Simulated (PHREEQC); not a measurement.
# Copper plating or etch bath

Make-up at 55 °C: 0.027 mol Cu(NO3)2, 0.00047 mol H2SO4 and 0.0019 mol FeCl3 per kg of water. Closed to the air; pH follows from the charge balance.

Model: ion-association model, phreeqc.dat, run in PHREEQC.

This is a speciation only: nothing precipitates in the calculation.

Q: Estimate the pH.

A: pH 2.64.

Q: In which forms is Cu present?

A: Cu+2 97 %, CuCl+ 2.0 %, CuSO4 0.7 % of the Cu.

The solution is supersaturated, for example in Hematite (slow to form), Goethite (slow to form), so a real one may precipitate; this is no full list. Away from 25 °C the constants follow the database's enthalpies or fits; those with neither stay at their 25 °C values.
